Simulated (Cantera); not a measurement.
Input (Python, Cantera) and output of one run.

```python
import numpy as np
import cantera as ct

gas_names = """
    H HI HO2 H2 H2O H2O2 I I2 O OH O2 O3
""".split()
cond_names = """
    H2O(s) H2O(L) I2(cr) I2(L)
""".split()


def load(file, names, dense=False):
    # The tables refer to 1 bar. Condensed volumes are neglected.
    table = {s.name: s for s in ct.Species.list_from_file(file)}
    out = []
    for n in names:
        d = dict(table[n].input_data)
        d["thermo"] = dict(d["thermo"], **{"reference-pressure": 1e5})
        if dense:
            d["equation-of-state"] = {"model": "constant-volume", "density": "1e6 g/cm^3"}
        out.append(ct.Species.from_dict(d))
    return out


gas = ct.Solution(thermo="ideal-gas", species=load("nasa_gas.yaml", gas_names))
cond = {s.name: ct.Solution(thermo="fixed-stoichiometry", species=[s], name=s.name)
        for s in load("nasa_condensed.yaml", cond_names, dense=True)}
atoms = {
    'HI': {'H': 1, 'I': 1},
    'O2': {'O': 2},
    'H2': {'H': 2},
}
top_T = {}  # K; cautious upper limits of use, not melting points


def equilibrate(T, P, feed):
    n = {}
    for name, mol in feed.items():
        for a, k in atoms[name].items():
            n[a] = n.get(a, 0.0) + k * mol
    gas.TPX = T, P, n
    mass = sum(n.values()) * gas.mean_molecular_weight
    gas.equilibrate("TP")
    valid = [c for c in cond.values() if c.min_temp <= T <= top_T.get(c.name, c.max_temp)]
    mix = ct.Mixture([(gas, mass / gas.mean_molecular_weight)] + [(c, 0.0) for c in valid])
    mix.T, mix.P = T, P
    mix.equilibrate("TP", solver="vcs", rtol=1e-11, max_steps=5000)
    return mix


results = []
feed = {'HI': 1, 'O2': 0.19, 'H2': 0.041}  # mol
P = 1333.22  # Pa
for T in [2073, 2173, 2273, 2373, 2473, 2573, 2673, 2773, 2873, 2973, 3073]:
    mix = equilibrate(T, P, feed)
    results.append((T, P, feed, dict(zip(mix.species_names, mix.species_moles))))

top = {s: max(r[3][s] / sum(r[3][g] for g in gas_names) for r in results) for s in gas_names}
cols = sorted((s for s in top if top[s] > 1e-05), key=lambda s: -top[s])[:6]
seen = [c for c in cond_names if any(r[3].get(c, 0) > 1e-12 for r in results)]
print("log10 of partial pressures in bar; condensed amounts in mol")
print(f"{'T/K':>10s}" + "".join(f"{s[:9]:>10s}" for s in cols + seen))
for T, P, feed, n in results:
    ng = sum(n[g] for g in gas_names)
    print(f"{T:10.4g}" + "".join(f"{np.log10(max(n[s] / ng * P / 1e5, 1e-99)):10.3f}" for s in cols)
          + "".join(f"{n.get(c, 0):10.4g}" for c in seen))
```

Result:

```
log10 of partial pressures in bar; condensed amounts in mol
       T/K         I         H       H2O         O        H2        OH
      2073    -2.070    -4.025    -2.487    -5.845    -2.890    -4.566
      2173    -2.071    -3.762    -2.495    -5.264    -2.891    -4.239
      2273    -2.074    -3.522    -2.512    -4.745    -2.892    -3.951
      2373    -2.081    -3.298    -2.546    -4.292    -2.886    -3.708
      2473    -2.091    -3.089    -2.604    -3.911    -2.874    -3.516
      2573    -2.108    -2.896    -2.697    -3.597    -2.864    -3.377
      2673    -2.130    -2.725    -2.833    -3.341    -2.870    -3.292
      2773    -2.156    -2.581    -3.023    -3.138    -2.904    -3.262
      2873    -2.184    -2.467    -3.276    -2.984    -2.978    -3.289
      2973    -2.209    -2.384    -3.590    -2.874    -3.092    -3.370
      3073    -2.229    -2.327    -3.958    -2.801    -3.241    -3.498
```

Method: chemical equilibrium by Gibbs-energy minimisation in Cantera with the NASA 1993 tables (ideal gas, pure condensed phases).
